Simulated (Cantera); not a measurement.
A closed system holds: 1 mol Si, 1.7 mol Cl2, 43 mol H2, at 1250 °C and 0.120 Torr.

These are equilibrium values from Cantera (NASA tables, ideal gas, pure condensed phases), not measurements of a reactor. Candidate condensed phases: Si; 19 gas species. The tables' values for SiCl, SiCl3 are old estimates; treat these amounts as uncertain. The numbers say what is thermodynamically allowed, not how fast it happens.

Q: What is the equilibrium state?

A: 
```json
{
 "x(H2)": "0.933",
 "x(HCl)": "0.0548",
 "x(SiCl2)": "0.0105",
 "x(H)": "0.00177",
 "x(Si)": "0.000113",
 "x(Cl)": "8.33e-5",
 "x(SiCl)": "4.87e-5",
 "x(SiCl3)": "1.62e-5",
 "x(SiH)": "4.03e-6",
 "n(Si(s))": "0.521 mol",
 "gas_amount": "44.75 mol"
}
```
